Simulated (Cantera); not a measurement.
Charge: 1 mol SiH₂Cl₂, 0.013 mol Cl₂, 4.9 mol N₂, equilibrated at 1277 °C and 1.30 mbar.

Method: chemical equilibrium by Gibbs-energy minimisation in Cantera with the NASA 1993 tables (ideal gas, pure condensed phases). Candidate condensed phases: NH₄Cl, Si, Si₃N₄; 28 gas species. The tables' values for SiCl₃, SiCl are old estimates; treat these amounts as uncertain. The numbers say what is thermodynamically allowed, not how fast it happens.

Base state: N₂ 0.700, HCl 0.104, H₂ 0.0978, SiCl₂ 0.0963, SiCl₃ 0.00210, H 0.000273, Cl 0.000231, SiCl₄ 0.000128 (mole fractions); condensed: Si₃N₄(s).

### Question
What changes in the equilibrium state with this change: temperature from 1277 °C to 1202 °C?

### Answer
| species | before | after |
|---|---|---|
| N₂ | 0.700 | 0.697 |
| HCl | 0.104 | 0.140 |
| H₂ | 0.0978 | 0.0816 |
| SiCl₂ | 0.0963 | 0.0762 |
| SiCl₄ | 0.000128 | 0.000700 |
| SiCl | 3.88e-5 | 7.12e-6 |
| Si₃N₄(s), mol | 0.114 | 0.156 |
N₂ is the only nitrogen source here; it is nearly inert below about 1500 K, so the nitride shown seldom forms there in practice. The tables' values for SiCl₃ are old estimates; treat these amounts as uncertain.
